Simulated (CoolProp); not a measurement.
Computed with CoolProp (reference Helmholtz-energy equation of state, de Reuck 1993).

Task: Give the vapour pressure (MPa), liquid viscosity (µPa s), vapour viscosity (µPa s), liquid conductivity (mW/(m K)) of saturated methanol at 21.45 °C.

Result: 
```tsv
T (°C)	p (MPa)	liquid viscosity (µPa s)	vapour viscosity (µPa s)	liquid conductivity (mW/(m K))
21.45	0.0141	572	9.51	201
```

Viscosity comes from a separate model (Xiang 2006). Thermal conductivity comes from a separate model (Sykioti 2013).
